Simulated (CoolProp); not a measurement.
C2F6 (R116) along the isobar 2.45 MPa: fugacity coefficient from the reference equation and from simpler models built on Tc = 293.0 K, pc = 3.048 MPa, ω = 0.257; each cubic takes its own stable root.

Computed with CoolProp (reference Helmholtz-energy equation of state, Lemmon 2006). It is a short technical equation, of lower accuracy than the large ones.

| T (K) | phase | reference |
|---|---|---|
| 263.5 | liquid | 0.4747 |
| 275.5 | liquid | 0.6044 |
| 287.6 | gas | 0.7159 |
| 299.7 | gas | 0.7570 |
| 311.7 | gas | 0.7895 |
| 323.8 | gas | 0.8166 |
| 335.8 | gas | 0.8394 |
| 347.9 | gas | 0.8590 |
| 359.9 | gas | 0.8759 |

Problem. How far does each simpler model (van der Waals, Peng-Robinson) lie from the reference over these 9 states: mean and median of the absolute difference, and the worst?

Solution. 
- van der Waals: mean 6.8 %, median 1.8 %, worst +31.7 % at 263.5 K and 2.45 MPa
- Peng-Robinson: mean 2.5 %, median 2.5 %, worst -3.0 % at 299.7 K and 2.45 MPa
